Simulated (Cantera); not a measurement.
**Premixed flame**

A freely propagating, adiabatic, planar premixed flame of H₂ : O₂ : N₂ : H₂O = 1 : 0.658 : 2.04 : 0.1 (molar parts), unburnt at 325 K and 100000 Pa; mixture-averaged transport, grid criteria slope 0.08 and curve 0.16, no radiation.

Computed with Cantera and the H2/O2 subset of GRI-Mech 3.0, which has no nitrogen chemistry. Burning velocities carry a grid error of a few per cent, more on coarse grids.

```json
[
 {"z (mm)": "-0.953", "T (K)": "325", "u (m/s)": "2.13", "x H₂": "0.263", "x O₂": "0.173", "x H": "<1e-8", "x HO₂": "<1e-8", "x H₂O₂": "<1e-8", "x H₂O": "0.0263"},
 {"z (mm)": "-0.635", "T (K)": "325", "u (m/s)": "2.13", "x H₂": "0.263", "x O₂": "0.173", "x H": "<1e-8", "x HO₂": "<1e-8", "x H₂O₂": "<1e-8", "x H₂O": "0.0263"},
 {"z (mm)": "-0.476", "T (K)": "325", "u (m/s)": "2.13", "x H₂": "0.263", "x O₂": "0.173", "x H": "<1e-8", "x HO₂": "1.26e-8", "x H₂O₂": "<1e-8", "x H₂O": "0.0263"},
 {"z (mm)": "-0.318", "T (K)": "326", "u (m/s)": "2.13", "x H₂": "0.262", "x O₂": "0.174", "x H": "<1e-8", "x HO₂": "3.42e-7", "x H₂O₂": "6.67e-8", "x H₂O": "0.0264"},
 {"z (mm)": "-0.159", "T (K)": "354", "u (m/s)": "2.27", "x H₂": "0.246", "x O₂": "0.177", "x H": "4.12e-7", "x HO₂": "7.75e-5", "x H₂O₂": "1.47e-5", "x H₂O": "0.0280"},
 {"z (mm)": "-0.0794", "T (K)": "613", "u (m/s)": "3.79", "x H₂": "0.201", "x O₂": "0.175", "x H": "0.00105", "x HO₂": "0.000502", "x H₂O₂": "0.000108", "x H₂O": "0.0515"},
 {"z (mm)": "0", "T (K)": "1067", "u (m/s)": "6.40", "x H₂": "0.129", "x O₂": "0.147", "x H": "0.0115", "x HO₂": "0.000187", "x H₂O₂": "3.13e-5", "x H₂O": "0.123"},
 {"z (mm)": "0.0794", "T (K)": "1399", "u (m/s)": "8.30", "x H₂": "0.0633", "x O₂": "0.0995", "x H": "0.0237", "x HO₂": "9.30e-5", "x H₂O₂": "6.47e-6", "x H₂O": "0.208"},
 {"z (mm)": "0.159", "T (K)": "1587", "u (m/s)": "9.38", "x H₂": "0.0334", "x O₂": "0.0720", "x H": "0.0254", "x HO₂": "5.60e-5", "x H₂O₂": "3.36e-6", "x H₂O": "0.252"},
 {"z (mm)": "0.318", "T (K)": "1771", "u (m/s)": "10.4", "x H₂": "0.0220", "x O₂": "0.0594", "x H": "0.0185", "x HO₂": "3.41e-5", "x H₂O₂": "1.56e-6", "x H₂O": "0.275"},
 {"z (mm)": "0.635", "T (K)": "1934", "u (m/s)": "11.3", "x H₂": "0.0168", "x O₂": "0.0549", "x H": "0.0102", "x HO₂": "2.08e-5", "x H₂O₂": "7.95e-7", "x H₂O": "0.289"},
 {"z (mm)": "1.27", "T (K)": "2064", "u (m/s)": "11.9", "x H₂": "0.0111", "x O₂": "0.0521", "x H": "0.00466", "x HO₂": "1.16e-5", "x H₂O₂": "4.83e-7", "x H₂O": "0.302"},
 {"z (mm)": "2.54", "T (K)": "2153", "u (m/s)": "12.3", "x H₂": "0.00612", "x O₂": "0.0505", "x H": "0.00172", "x HO₂": "6.49e-6", "x H₂O₂": "3.30e-7", "x H₂O": "0.313"}
]
```
x: mole fraction of selected species; z is measured from the peak of heat release.

laminar burning velocity: 213 cm/s
thermal thickness: 0.318 mm
peak x(H): 0.0258
peak x(HO₂): 0.000557
peak x(H₂O₂): 0.000109
grid points: 113
